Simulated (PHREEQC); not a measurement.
**Spent oxide etchant: speciation**

Solution (20 °C): 0.3 mmol/kgw HF, 36 mmol/kgw H2SiF6, 0.8 mmol/kgw HBF4 and 14.2 mmol/kgw HCl. Closed to the air; pH follows from the charge balance.

Computed with PHREEQC (ion-association model, phreeqc.dat).

No solid was allowed to form.

**Question.** What pH, ionic strength does the model give?

**Answer.** pH 1.16; ionic strength 0.120 mol/kgw.

**Question.** In which forms is B present?

**Answer.** BF4- 73 %, H3BO3 23 %, BF3OH- 3.3 %, BF2(OH)2- 0.5 % of the B.

Examples of supersaturated solids here: Quartz (slow to form), Chalcedony (slow to form). Others may be too. Species that the database lacks are ignored. SiF6-2 is the database's only silicon fluoride. Real BF4- forms and hydrolyses slowly; the run takes it at equilibrium.
